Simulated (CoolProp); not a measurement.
Saturation properties of nitrous oxide.

Computed with CoolProp (reference Helmholtz-energy equation of state, Lemmon 2006). It is a short technical equation, of lower accuracy than the large ones.

| T (K) | p (bar) | liquid density (kg/m³) | enthalpy of vaporisation (kJ/kg) | vapour Z | surface tension (mN/m) |
|---|---|---|---|---|---|
| 240.2 | 11.96 | 1049 | 299.7 | 0.8522 | 11.7 |
| 246.8 | 14.80 | 1024 | 288.3 | 0.8288 | 10.4 |
| 253.4 | 18.11 | [?] | 276.0 | 0.8032 | 9.07 |
| 260 | 21.92 | 969.0 | [?] | 0.7751 | [?] |
| 266.6 | 26.29 | 939.0 | 248.4 | 0.7442 | 6.57 |
| 273.2 | 31.26 | [?] | [?] | [?] | 5.37 |
| 279.8 | 36.89 | 871.6 | 214.8 | 0.6721 | 4.22 |
| 286.3 | 43.13 | 832.8 | 194.9 | 0.6297 | 3.13 |
| 292.9 | [?] | 787.0 | 170.9 | 0.5796 | 2.10 |
| 299.5 | 58.23 | 729.8 | 140.6 | 0.5175 | 1.14 |

**Question.** Complete the blanks.

**Answer.** 
- 253.4, liquid density (kg/m³): 997.0
- 260, enthalpy of vaporisation (kJ/kg): 262.8
- 260, surface tension (mN/m): 7.80
- 273.2, liquid density (kg/m³): 906.8
- 273.2, enthalpy of vaporisation (kJ/kg): 232.6
- 273.2, vapour Z: 0.7101
- 292.9, p (bar): 50.24

It boils at 184.7 K under 1 atm.

Surface tension comes from a separate correlation (Mulero 2012).
